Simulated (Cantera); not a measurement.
A Cantera script and what it prints.

```python
import numpy as np
import cantera as ct

gas_names = """
    H HO2 H2 H2O H2O2 O OH O2 O3 Si SiH SiH2 SiH3 SiH4 SiO SiO2 Si2 Si3
""".split()
cond_names = """
    H2O(s) H2O(L) Si(cr) Si(L) SiO2(Lqz) SiO2(hqz) SiO2(L)
""".split()


def load(file, names, dense=False):
    # The tables refer to 1 bar. Condensed volumes are neglected.
    table = {s.name: s for s in ct.Species.list_from_file(file)}
    out = []
    for n in names:
        d = dict(table[n].input_data)
        d["thermo"] = dict(d["thermo"], **{"reference-pressure": 1e5})
        if dense:
            d["equation-of-state"] = {"model": "constant-volume", "density": "1e6 g/cm^3"}
        out.append(ct.Species.from_dict(d))
    return out


gas = ct.Solution(thermo="ideal-gas", species=load("nasa_gas.yaml", gas_names))
cond = {s.name: ct.Solution(thermo="fixed-stoichiometry", species=[s], name=s.name)
        for s in load("nasa_condensed.yaml", cond_names, dense=True)}
atoms = {
    'SiH4': {'Si': 1, 'H': 4},
    'H2O': {'H': 2, 'O': 1},
}
top_T = {}  # K; cautious upper limits of use, not melting points


def equilibrate(T, P, feed):
    n = {}
    for name, mol in feed.items():
        for a, k in atoms[name].items():
            n[a] = n.get(a, 0.0) + k * mol
    gas.TPX = T, P, n
    mass = sum(n.values()) * gas.mean_molecular_weight
    gas.equilibrate("TP")
    valid = [c for c in cond.values() if c.min_temp <= T <= top_T.get(c.name, c.max_temp)]
    mix = ct.Mixture([(gas, mass / gas.mean_molecular_weight)] + [(c, 0.0) for c in valid])
    mix.T, mix.P = T, P
    mix.equilibrate("TP", solver="vcs", rtol=1e-11, max_steps=5000)
    return mix


results = []
T = 873  # K
P = 1333.22  # Pa
for m in [0.57, 0.9, 1.4, 2.2, 3.5, 5.5, 8.6]:
    feed = {'SiH4': 1, 'H2O': m}  # mol
    mix = equilibrate(T, P, feed)
    results.append((T, P, feed, dict(zip(mix.species_names, mix.species_moles))))

top = {s: max(r[3][s] / sum(r[3][g] for g in gas_names) for r in results) for s in gas_names}
cols = sorted((s for s in top if top[s] > 1e-06), key=lambda s: -top[s])[:6]
seen = [c for c in cond_names if any(r[3].get(c, 0) > 1e-12 for r in results)]
print("log10 of partial pressures in bar; condensed amounts in mol")
print(f"{'n(H2O)':>10s}" + "".join(f"{s[:9]:>10s}" for s in cols + seen))
for T, P, feed, n in results:
    ng = sum(n[g] for g in gas_names)
    print(f"{feed['H2O']:10.4g}" + "".join(f"{np.log10(max(n[s] / ng * P / 1e5, 1e-99)):10.3f}" for s in cols)
          + "".join(f"{n.get(c, 0):10.4g}" for c in seen))
```

It prints:

```
log10 of partial pressures in bar; condensed amounts in mol
    n(H2O)        H2       H2O    Si(cr) SiO2(hqz)
      0.57    -1.875   -12.448     0.715     0.285
       0.9    -1.875   -12.448      0.55      0.45
       1.4    -1.875   -12.448       0.3       0.7
       2.2    -1.896    -3.197         0         1
       3.5    -2.013    -2.439         0         1
       5.5    -2.148    -2.206         0         1
       8.6    -2.298    -2.081         0         1
```

Method: chemical equilibrium by Gibbs-energy minimisation in Cantera with the NASA 1993 tables (ideal gas, pure condensed phases).
